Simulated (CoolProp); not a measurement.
Values from CoolProp's reference Helmholtz-energy equation of state, Schmidt 1985. Above 300 K oxygen's equation is extrapolated.

For oxygen, give the phase and the speed of sound (m/s), conductivity (mW/(m K)) at 722.2 K and 794 kPa.


- 722.2 K and 794 kPa: gas; speed of sound 502, conductivity 55.5

Thermal conductivity comes from a separate model (Lemmon 2004).
